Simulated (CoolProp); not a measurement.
Vapour-liquid equilibrium of n-pentane (1) + acetone (2) at 318.8 K; x and y are mole fractions of (1).

The numbers come from the multi-fluid Helmholtz-energy mixture model, Thol 2019 and Lemmon 2006; pair parameters Bell 2016 in CoolProp.

```json
[
 {"x": "0.05", "bubble pressure (bar)": "0.9272", "y at the bubble point": "0.272", "dew pressure at overall composition x (bar)": "0.7334", "liquid density (mol/L)": "12.73"},
 {"x": "0.125", "bubble pressure (bar)": "1.164", "y at the bubble point": "0.450", "dew pressure at overall composition x (bar)": "0.7897", "liquid density (mol/L)": "12.20"},
 {"x": "0.2", "bubble pressure (bar)": "1.314", "y at the bubble point": "0.536", "dew pressure at overall composition x (bar)": "0.8547", "liquid density (mol/L)": "11.71"},
 {"x": "0.275", "bubble pressure (bar)": "1.408", "y at the bubble point": "0.585", "dew pressure at overall composition x (bar)": "0.9305", "liquid density (mol/L)": "11.25"},
 {"x": "0.35", "bubble pressure (bar)": "1.468", "y at the bubble point": "0.617", "dew pressure at overall composition x (bar)": "1.020", "liquid density (mol/L)": "10.83"},
 {"x": "0.425", "bubble pressure (bar)": "1.507", "y at the bubble point": "0.641", "dew pressure at overall composition x (bar)": "1.125", "liquid density (mol/L)": "10.44"},
 {"x": "0.5", "bubble pressure (bar)": "1.533", "y at the bubble point": "0.660", "dew pressure at overall composition x (bar)": "1.249", "liquid density (mol/L)": "10.08"},
 {"x": "0.575", "bubble pressure (bar)": "1.551", "y at the bubble point": "0.679", "dew pressure at overall composition x (bar)": "1.389", "liquid density (mol/L)": "9.743"},
 {"x": "0.65", "bubble pressure (bar)": "1.564", "y at the bubble point": "0.700", "dew pressure at overall composition x (bar)": "1.520", "liquid density (mol/L)": "9.437"},
 {"x": "0.725", "bubble pressure (bar)": "1.569", "y at the bubble point": "0.726", "dew pressure at overall composition x (bar)": "1.569", "liquid density (mol/L)": "9.156"},
 {"x": "0.8", "bubble pressure (bar)": "1.562", "y at the bubble point": "0.763", "dew pressure at overall composition x (bar)": "1.545", "liquid density (mol/L)": "8.898"},
 {"x": "0.875", "bubble pressure (bar)": "1.534", "y at the bubble point": "0.817", "dew pressure at overall composition x (bar)": "1.493", "liquid density (mol/L)": "8.663"},
 {"x": "0.95", "bubble pressure (bar)": "1.469", "y at the bubble point": "0.906", "dew pressure at overall composition x (bar)": "1.432", "liquid density (mol/L)": "8.449"}
]
```

y crosses x between x = 0.725 and 0.8: the model has an azeotrope there.

The pair parameters rest on a limited set of measurements; away from them the model extrapolates. With so large a gap from Raoult's law the liquid may split in two, which this calculation doesn't test in full.
